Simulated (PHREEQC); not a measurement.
0.16 g of hydrous ferric oxide (600 m²/g; 0.2 weak and 0.005 strong sites per Fe, Dzombak-Morel constants, diffuse double layer) in 1 kg of water with 0.3 mol/kgw of an inert sodium salt, at 25 °C; the pH is set by adding NaOH or the inert anion's acid. Oxygen is held at 0.21 atm. CO2 from the air is kept out. Nothing may precipitate in this run.

Base run: PHREEQC, ion-association model, wateq4f.dat. Each further column changes one thing. The table gives surface charge σ (C/m²).

```json
[
 {"pH": "4", "base": "0.349", "background salt from 0.3 to 0.03 mol/kgw": "0.271", "oxide from 0.16 to 0.8 g/kgw": "0.349", "0.0015 mol/kgw NiCl2 added": "0.349"},
 {"pH": "5", "base": "0.269", "background salt from 0.3 to 0.03 mol/kgw": "0.157", "oxide from 0.16 to 0.8 g/kgw": "0.269", "0.0015 mol/kgw NiCl2 added": "0.270"},
 {"pH": "6", "base": "0.154", "background salt from 0.3 to 0.03 mol/kgw": "0.075", "oxide from 0.16 to 0.8 g/kgw": "0.154", "0.0015 mol/kgw NiCl2 added": "0.160"},
 {"pH": "6.5", "base": "0.106", "background salt from 0.3 to 0.03 mol/kgw": "0.047", "oxide from 0.16 to 0.8 g/kgw": "0.106", "0.0015 mol/kgw NiCl2 added": "0.126"},
 {"pH": "7.5", "base": "0.034", "background salt from 0.3 to 0.03 mol/kgw": "0.014", "oxide from 0.16 to 0.8 g/kgw": "0.034", "0.0015 mol/kgw NiCl2 added": "0.134"},
 {"pH": "8.5", "base": "-0.021", "background salt from 0.3 to 0.03 mol/kgw": "___", "oxide from 0.16 to 0.8 g/kgw": "-0.021", "0.0015 mol/kgw NiCl2 added": "___"},
 {"pH": "9.5", "base": "-0.087", "background salt from 0.3 to 0.03 mol/kgw": "-0.038", "oxide from 0.16 to 0.8 g/kgw": "-0.087", "0.0015 mol/kgw NiCl2 added": "0.131"},
 {"pH": "10", "base": "-0.132", "background salt from 0.3 to 0.03 mol/kgw": "-0.062", "oxide from 0.16 to 0.8 g/kgw": "-0.132", "0.0015 mol/kgw NiCl2 added": "0.099"},
 {"pH": "11", "base": "-0.244", "background salt from 0.3 to 0.03 mol/kgw": "___", "oxide from 0.16 to 0.8 g/kgw": "-0.244", "0.0015 mol/kgw NiCl2 added": "___"},
 {"pH": "12", "base": "-0.339", "background salt from 0.3 to 0.03 mol/kgw": "___", "oxide from 0.16 to 0.8 g/kgw": "-0.339", "0.0015 mol/kgw NiCl2 added": "-0.114"}
]
```

### Question
What belongs in the gaps?

### Answer

- 8.5, background salt from 0.3 to 0.03 mol/kgw: -0.008
- 8.5, 0.0015 mol/kgw NiCl2 added: 0.140
- 11, background salt from 0.3 to 0.03 mol/kgw: -0.137
- 11, 0.0015 mol/kgw NiCl2 added: 0.007
- 12, background salt from 0.3 to 0.03 mol/kgw: -0.262

 In at least one series the solution becomes supersaturated in solids that the run did not let form, among them Ni(OH)2.
